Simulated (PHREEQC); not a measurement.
Synthetic water in mmol/kgw, 77 °C, pH 3.91, pe 9.4:

```json
[
 {"constituent": "Na", "mmol/kgw": "6.63"},
 {"constituent": "K", "mmol/kgw": "0.355"},
 {"constituent": "Ca", "mmol/kgw": "3.37"},
 {"constituent": "Mg", "mmol/kgw": "0.644"},
 {"constituent": "Cl", "mmol/kgw": "0.428"},
 {"constituent": "S(6)", "mmol/kgw": "7.64"},
 {"constituent": "Li", "mmol/kgw": "0.106"},
 {"constituent": "Zn", "mmol/kgw": "0.0423"},
 {"constituent": "Fe(3)", "mmol/kgw": "0.0337"},
 {"constituent": "Cu(2)", "mmol/kgw": "0.323"}
]
```

Na is adjusted to close the charge balance.
Valence states are taken as typed.

The numbers come from PHREEQC with the ion-association model, phreeqc.dat.

| Quantity | Value |
|---|---|
| ionic strength | 0.0211 mol/kgw |
| specific conductance | 3400 µS/cm |
| total alkalinity | -0.313 meq/kg |

```csv
species,molality,activity,log γ
Na+,0.00602,0.00516,-0.067
SO4-2,0.00583,0.00316,-0.266
Ca+2,0.00236,0.00129,-0.261
CaSO4,0.00101,0.00101,0.002
Cl-,0.000427,0.000363,-0.070
MgSO4,0.000362,0.000364,0.002
K+,0.000339,0.000288,-0.070
Mg+2,0.000282,0.000157,-0.255
Cu+2,0.000217,0.000121,-0.255
HSO4-,0.000167,0.000142,-0.068
H+,0.000140,0.000123,-0.057
```

Precipitation was switched off in this run. Saturation is exceeded, for instance for Jarosite-K, Hematite (slow to form); the values hold only as long as no solid forms. Complexes and solids missing from the database can't appear. Away from 25 °C the constants follow the database's enthalpies or fits; those with neither stay at their 25 °C values.
